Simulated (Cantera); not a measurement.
Feed: 1 mol SiH4, 0.015 mol Cl2, 3.3 mol H2, at 1450 K and 0.825 Torr.

These are equilibrium values from Cantera (NASA tables, ideal gas, pure condensed phases), not measurements of a reactor. Candidate condensed phases: Si; 19 gas species. The numbers say what is thermodynamically allowed, not how fast it happens.

Base state: H2 0.994, HCl 0.00546, H 0.000284, SiCl2 9.24e-5 (mole fractions); condensed: Si(s).

Problem. What changes in the equilibrium state with this change: Cl2 from 0.015 to 0.15 mol?

Solution. 
| species | before | after |
|---|---|---|
| H2 | 0.994 | 0.951 |
| HCl | 0.00546 | 0.0430 |
| SiCl2 | 9.24e-5 | 0.00599 |
| SiCl3 | 5.83e-8 | 3.04e-5 |
| Cl | 1.27e-6 | 1.02e-5 |
| Si(s), mol | 0.999 | 0.967 |
The tables' values for SiCl3 are old estimates; treat these amounts as uncertain.

Problem. What changes in the equilibrium state with this change: SiH4 replaced by SiHCl3?

Solution. 
| species | before | after |
|---|---|---|
| H2 | 0.994 | 0.621 |
| HCl | 0.00546 | 0.191 |
| SiCl2 | 9.24e-5 | 0.181 |
| SiCl4 | <1e-9 | 0.000518 |
| SiCl3 | 5.83e-8 | 0.00507 |
| Si(s), mol | 0.999 | 0.00814 |
The tables' values for SiCl3, SiCl are old estimates; treat these amounts as uncertain.
